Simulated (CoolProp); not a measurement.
Saturated liquid density (kg/m³) of ethanol: the reference equation beside estimates from Tc = 514.7 K, pc = 6.268 MPa, ω = 0.644. Rackett uses Z = 0.29056 − 0.08775 ω.

Values from CoolProp's reference Helmholtz-energy equation of state, Schroeder 2014.

```
T (K)  reference  Rackett  van der Waals  Redlich-Kwong  Soave-Redlich-Kwong  Peng-Robinson
-----  ---------  -------  -------------  -------------  -------------------  -------------
297        786.0        ?          422.3          623.2                    ?          752.5
317.1      768.5    870.1          411.3          604.3                653.8          736.0
337.1      750.3    841.8          399.6          584.0                    ?          717.5
357.2      730.8    811.9          387.1          561.9                617.0              ?
377.3          ?    780.3          373.7          537.9                594.8          672.4
397.3      685.6    746.9          359.1              ?                569.7          644.8
417.4      658.1    710.7          343.1          483.0                540.5          612.4
437.5      626.1    670.8          325.2          450.7                506.2          573.9
```

Problem. Fill in the missing entries.

Solution. 
- 297, Rackett: 897.5
- 297, Soave-Redlich-Kwong: 669.3
- 337.1, Soave-Redlich-Kwong: 636.5
- 357.2, Peng-Robinson: 696.4
- 377.3, reference: 709.4
- 397.3, Redlich-Kwong: 511.9

Absolute difference from the reference over all 8 rows, mean and median: Rackett 10.6 and 10.5 %, van der Waals 47.2 and 47.2 %, Redlich-Kwong 23.9 and 23.6 %, Soave-Redlich-Kwong 16.3 and 15.9 %, Peng-Robinson 5.5 and 5.0 %.
